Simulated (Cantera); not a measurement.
Source: NASA polynomial tables (part measured, part estimated), evaluated in Cantera. Values are per mole of reaction as written; species without (g) are pure solids or liquids, kept so even where they would boil at 1 bar.

Task: Between 375 and 675 K, where is each reaction favourable under standard conditions?
- 3 Nb + 4 NO2(g) → 3 NbO2(g) + 2 N2O(g)

Result: 
- 3 Nb + 4 NO2(g) → 3 NbO2(g) + 2 N2O(g): ΔG° is -644 kJ at 375 K and -699 kJ at 675 K; it stays negative (K > 1). ΔH° is -578 kJ and ΔS° 180 J/K at 675 K.
